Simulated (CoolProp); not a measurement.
Sulfur dioxide at several states: density (kg/m³) from the reference equation and from simpler models built on Tc = 430.6 K, pc = 78.87 bar, ω = 0.256; each cubic takes its own stable root.

The numbers come from the reference Helmholtz-energy equation of state, Gao 2016 in CoolProp.

```tsv
T (K)	p (bar)	phase	reference
391.8	1.86	gas	3.700
479	0.445	gas	0.7168
330.1	350	liquid	1355
205.4	6.43	liquid	1609
```

How far does each simpler model (van der Waals, Redlich-Kwong, Soave-Redlich-Kwong, Peng-Robinson) lie from the reference over these 4 states: mean and median of the absolute difference, and the worst?


- van der Waals: mean 19.5 %, median 18.1 %, worst -41.7 % at 205.4 K and 6.43 bar
- Redlich-Kwong: mean 6.2 %, median 5.8 %, worst -13.4 % at 205.4 K and 6.43 bar
- Soave-Redlich-Kwong: mean 5.3 %, median 4.7 %, worst -11.8 % at 205.4 K and 6.43 bar
- Peng-Robinson: mean 0.7 %, median 0.5 %, worst +1.8 % at 330.1 K and 350 bar
